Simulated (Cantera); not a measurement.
Input (Python, Cantera):

```python
import numpy as np
import cantera as ct

gas = ct.Solution("h2o2.yaml")
gas.TPX = 1325, 500000, {'H2': 1, 'O2': 0.758, 'N2': 2.85}
reactor = ct.IdealGasReactor(gas, energy="on", clone=False)
net = ct.ReactorNet([reactor])
net.rtol, net.atol = 1e-08, 1e-16
show = ['H2', 'O2', 'OH', 'H', 'H2O2', 'HO2']
times = np.geomspace(1e-06, 7, 14)

steps = ct.SolutionArray(gas, extra=["t"])
rows = []
print(f"{'t/s':>10s}{'T/K':>9s}{'P/Pa':>11s}" + "".join(f"{s:>11s}" for s in show))
for t in times:
    while net.time < t:
        t_next = net.step()
        steps.append(gas.state, t=t_next)
    rows.append([np.interp(t, steps.t, y) for y in (steps.T, steps.P, *steps(*show).X.T)])
    print(f"{t:10.3e}{rows[-1][0]:9.1f}{rows[-1][1]:11.4g}" + "".join(f"{x:11.3e}" for x in rows[-1][2:]))
rate = np.gradient(steps.T, steps.t)
print("integrator steps:", len(steps.t))
if steps.T.max() > steps.T[0] + 200:
    print(f"time of steepest temperature rise: {steps.t[rate.argmax()]:.4e} s")
gas.TPX = 1325, 500000, {'H2': 1, 'O2': 0.758, 'N2': 2.85}
gas.equilibrate("UV")
print(f"equilibrium (UV): T = {gas.T:.1f} K  " + "  ".join(f"{s} {gas[s].X[0]:.3e}" for s in show))
```

It prints:

```
       t/s      T/K       P/Pa         H2         O2         OH          H       H2O2        HO2
 1.000e-06   1325.0      5e+05  2.170e-01  1.645e-01  3.924e-08  2.909e-07  1.467e-09  2.270e-07
 3.362e-06   1325.5  5.002e+05  2.168e-01  1.644e-01  1.157e-05  8.004e-05  3.917e-07  4.104e-05
 1.130e-05   2902.3  9.937e+05  9.605e-03  5.767e-02  2.616e-02  3.818e-03  2.388e-06  3.499e-05
 3.799e-05   2908.7  9.954e+05  9.326e-03  5.767e-02  2.592e-02  3.646e-03  2.451e-06  3.525e-05
 1.277e-04   2908.7  9.954e+05  9.326e-03  5.767e-02  2.592e-02  3.646e-03  2.451e-06  3.525e-05
 4.293e-04   2908.7  9.954e+05  9.326e-03  5.767e-02  2.592e-02  3.646e-03  2.451e-06  3.525e-05
 1.443e-03   2908.7  9.954e+05  9.326e-03  5.767e-02  2.592e-02  3.646e-03  2.451e-06  3.525e-05
 4.851e-03   2908.7  9.954e+05  9.326e-03  5.767e-02  2.592e-02  3.646e-03  2.451e-06  3.525e-05
 1.631e-02   2908.7  9.954e+05  9.326e-03  5.767e-02  2.592e-02  3.646e-03  2.451e-06  3.525e-05
 5.482e-02   2908.7  9.954e+05  9.326e-03  5.767e-02  2.592e-02  3.646e-03  2.451e-06  3.525e-05
 1.843e-01   2908.7  9.954e+05  9.326e-03  5.767e-02  2.592e-02  3.646e-03  2.451e-06  3.525e-05
 6.194e-01   2908.7  9.954e+05  9.326e-03  5.767e-02  2.592e-02  3.646e-03  2.451e-06  3.525e-05
 2.082e+00   2908.7  9.954e+05  9.326e-03  5.767e-02  2.592e-02  3.646e-03  2.451e-06  3.525e-05
 7.000e+00   2908.7  9.954e+05  9.326e-03  5.767e-02  2.592e-02  3.646e-03  2.451e-06  3.525e-05
integrator steps: 960
time of steepest temperature rise: 5.7805e-06 s
equilibrium (UV): T = 2908.7 K  H2 9.326e-03  O2 5.767e-02  OH 2.592e-02  H 3.646e-03  H2O2 2.451e-06  HO2 3.525e-05
```

Cantera simulation using the H2/O2 subset of GRI-Mech 3.0, which has no nitrogen chemistry; the numbers are that mechanism's predictions, not measurements. The hydrogen kinetics of GRI-Mech 3.0 are dated; newer H2 mechanisms differ, most at raised pressure.
